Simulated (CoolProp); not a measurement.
Vapour-liquid equilibrium of propylene (1) + acetone (2) at 1.56 bar; x and y are mole fractions of (1).

Computed with CoolProp (multi-fluid Helmholtz-energy mixture model, Lemmon 2013 and Lemmon 2006; pair parameters Bell 2016).

```json
[
 {"x": "0.05", "bubble temperature, mixture model (K)": "300.4", "bubble temperature, Raoult's law (K)": "317.9", "y, mixture model": "0.785", "y, Raoult's law": "0.588"},
 {"x": "0.15", "bubble temperature, mixture model (K)": "261.9", "bubble temperature, Raoult's law (K)": "289.4", "y, mixture model": "0.970", "y, Raoult's law": "0.887"},
 {"x": "0.25", "bubble temperature, mixture model (K)": "248.9", "bubble temperature, Raoult's law (K)": "273.8", "y, mixture model": "0.987", "y, Raoult's law": "0.954"},
 {"x": "0.35", "bubble temperature, mixture model (K)": "243.6", "bubble temperature, Raoult's law (K)": "263.7", "y, mixture model": "0.992", "y, Raoult's law": "0.977"},
 {"x": "0.45", "bubble temperature, mixture model (K)": "241.4", "bubble temperature, Raoult's law (K)": "256.4", "y, mixture model": "0.993", "y, Raoult's law": "0.987"},
 {"x": "0.55", "bubble temperature, mixture model (K)": "240.5", "bubble temperature, Raoult's law (K)": "250.8", "y, mixture model": "0.994", "y, Raoult's law": "0.993"},
 {"x": "0.65", "bubble temperature, mixture model (K)": "240.0", "bubble temperature, Raoult's law (K)": "246.4", "y, mixture model": "0.994", "y, Raoult's law": "0.996"},
 {"x": "0.75", "bubble temperature, mixture model (K)": "239.4", "bubble temperature, Raoult's law (K)": "242.6", "y, mixture model": "0.995", "y, Raoult's law": "0.998"},
 {"x": "0.85", "bubble temperature, mixture model (K)": "238.3", "bubble temperature, Raoult's law (K)": "239.5", "y, mixture model": "0.996", "y, Raoult's law": "0.999"},
 {"x": "0.95", "bubble temperature, mixture model (K)": "236.6", "bubble temperature, Raoult's law (K)": "236.7", "y, mixture model": "0.998", "y, Raoult's law": "1.000"}
]
```

The largest gap from Raoult's law is -27.5 K in bubble temperature, at x = 0.15. No azeotrope shows between x = 0.05 and 0.95.

Pair parameters are fitted to limited data, so mixtures are less certain than the pure fluids. With so large a gap from Raoult's law the liquid may split in two, which this calculation doesn't test in full.
